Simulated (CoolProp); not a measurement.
R125 along the isotherm 349 K: fugacity coefficient from the reference equation and from simpler models built on Tc = 339.2 K, pc = 3618 kPa, ω = 0.305; each cubic takes its own stable root.

The numbers come from the reference Helmholtz-energy equation of state, Lemmon 2005 in CoolProp.

```csv
p (kPa),phase,reference
114,gas,0.9903
173,gas,0.9852
260,gas,0.9778
393,gas,0.9665
593,gas,0.9496
894,gas,0.9243
1350,gas,0.8864
2030,gas,0.8304
3070,gas,0.7452
4630,supercritical,0.6074
6990,supercritical,0.4514
10500,supercritical,0.3479
15900,supercritical,0.2824
24000,supercritical,0.2498
36200,supercritical,0.2493
```

Task: How far does each simpler model (Redlich-Kwong, Soave-Redlich-Kwong, Peng-Robinson) lie from the reference over these 15 states: mean and median of the absolute difference, and the worst?

Result: 
- Redlich-Kwong: mean 2.1 %, median 0.1 %, worst +10.6 % at 349 K and 36200 kPa
- Soave-Redlich-Kwong: mean 3.1 %, median 0.2 %, worst +14.2 % at 349 K and 36200 kPa
- Peng-Robinson: mean 1.2 %, median 0.8 %, worst -3.3 % at 349 K and 36200 kPa
